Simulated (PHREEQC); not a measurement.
1 kg of water holding 0.0043 mol/kgw NaCl, 0.0035 mol/kgw MgCl2, 0.0041 mol/kgw NaHCO3, 0.4 mol/kgw KCl and 0.0085 mol/kgw CaCl2 is evaporated at 60 °C; the solids stay in contact with the brine. CO2 is held at log p = -3.4 (atm). Only these solids could form: Calcite, Bischofite, Brucite, Carnallite, Gaylussite, Halite, Kalicinite, Nesquehonite, Nahcolite, Natron, Pirssonite, Portlandite, Sylvite, Trona, MgCl2_4H2O.

Equilibrium calculation in PHREEQC: Pitzer model, pitzer.dat.

Predict ionic strength, water activity at water left (kg) = 1, 0.3083, 0.1407, 0.01982.


```
water left (kg)  ionic strength  water activity
---------------  --------------  --------------
1                         0.439           0.986
0.3083                     1.42           0.956
0.1407                     3.12           0.901
0.01982                    7.16           0.777
```

Species that the database lacks are ignored. Away from 25 °C the constants follow the database's enthalpies or fits; those with neither stay at their 25 °C values.
